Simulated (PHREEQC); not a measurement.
Consider water at 20 °C with 0.0028 mol H2SO4 and 0.035 mol MnSO4 per kg of water. Closed to the air; pH follows from the charge balance.

All values are PHREEQC results (ion-association model, wateq4f.dat), not measurements.

```tsv
quantity	before	after
pH	2.59	2.65
ionic strength (mol/kgw)	0.0928	0.131
SO4-2 (mol/kgw)	0.0226	0.0319
HSO4- (mol/kgw)	0.00250	0.00284
```

What was changed between the two runs?
A) MnSO4 from 0.035 to 0.0525 mol/kgw
B) H2SO4 left out
C) diluted 2-fold with water

A, MnSO4 from 0.035 to 0.0525 mol/kgw

This is a speciation only: nothing precipitates in the calculation.
